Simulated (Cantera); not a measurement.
## Stirred combustor or abatement burner

A perfectly stirred reactor is fed with CH4 : C2H6 : O2 : N2 : H2O = 1 : 1.5 : 7.47 : 28.1 : 5.3 (molar parts), equivalence ratio 0.97, at 3750 Torr; it is adiabatic with a 775 K inlet, and is followed from long to short residence time, starting on the burning branch (τ in s: 0.37, 0.091, 0.022, 0.0054, 0.0013, 0.00032, 7.8e-05, 1.9e-05, 4.6e-06).

Model: GRI-Mech 3.0 (53 species, 325 reactions), integrated in Cantera.

```tsv
τ (s)	T (K)	x CH4	x C2H6	x O2	x HO2	x CH2CO	x OH	x O
0.37	2341	9.41e-8	7.55e-9	0.00757	1.84e-6	4.83e-9	0.00401	0.000247
0.091	2341	3.71e-7	3.05e-8	0.00782	1.91e-6	1.97e-8	0.00408	0.000255
0.022	2339	1.41e-6	1.24e-7	0.00840	2.11e-6	8.29e-8	0.00426	0.000279
0.0054	2327	4.72e-6	4.96e-7	0.00947	2.61e-6	3.46e-7	0.00466	0.000343
0.0013	2294	1.35e-5	1.99e-6	0.0116	4.11e-6	1.44e-6	0.00553	0.000520
0.00032	2232	3.59e-5	7.53e-6	0.0151	8.13e-6	5.31e-6	0.00682	0.000904
7.8e-5	2138	0.000112	2.87e-5	0.0208	1.81e-5	1.80e-5	0.00781	0.00148
1.9e-5	1970	0.000715	0.000176	0.0350	5.65e-5	9.18e-5	0.00558	0.00131
4.6e-6	775	0.0231	0.0346	0.172	<1e-12	<1e-12	<1e-12	<1e-12
```
x: mole fraction; the columns are a selection and need not sum to one.
